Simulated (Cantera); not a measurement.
A freely propagating, adiabatic, planar premixed flame of H2 : O2 : N2 = 1 : 0.167 : 0.627 (molar parts), equivalence ratio 3.0, unburnt at 675 K and 0.132 atm; mixture-averaged transport, grid criteria slope 0.08 and curve 0.16, no radiation.

Cantera simulation using the H2/O2 subset of GRI-Mech 3.0, which has no nitrogen chemistry; the numbers are that mechanism's predictions, not measurements. Burning velocities carry a grid error of a few per cent, more on coarse grids.

Predict: laminar burning velocity; thermal thickness; peak x(H); peak x(H2O2); peak x(O).


```
Item                        Result
------------------------  --------
laminar burning velocity  772 cm/s
thermal thickness          7.05 mm
peak x(H)                    0.118
peak x(H2O2)               1.59e-7
peak x(O)                  0.00250
```
